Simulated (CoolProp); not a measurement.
Vapour-liquid equilibrium of dimethyl carbonate (1) + n-heptane (2) at 51.4 kPa; x and y are mole fractions of (1).

Values from CoolProp's multi-fluid Helmholtz-energy mixture model, Zhou 2011 and Span 2003; pair parameters Bell 2016.

```
x      bubble temperature, mixture model (°C)  bubble temperature, Raoult's law (°C)  y, mixture model  y, Raoult's law
-----  --------------------------------------  -------------------------------------  ----------------  ---------------
0.05                                     72.1                                   76.5             0.187            0.063
0.125                                    67.6                                   75.9             0.349            0.153
0.2                                      65.0                                   75.3             0.441            0.240
0.275                                    63.5                                   74.8             0.497            0.324
0.35                                     62.7                                   74.3             0.532            0.405
0.425                                    62.2                                   73.8             0.557            0.483
0.5                                      62.0                                   73.3             0.574            0.558
0.575                                    62.0                                   72.8             0.589            0.631
0.65                                     62.0                                   72.3             0.604            0.701
0.725                                    62.2                                   71.8             0.624            0.769
0.8                                      62.7                                   71.4             0.656            0.835
0.875                                    63.8                                   70.9             0.715            0.898
0.95                                     66.6                                   70.5             0.837            0.960
```

The largest gap from Raoult's law is -11.6 K in bubble temperature, at x = 0.35. y crosses x between x = 0.575 and 0.65: the model has an azeotrope there.

The pair parameters rest on a limited set of measurements; away from them the model extrapolates.
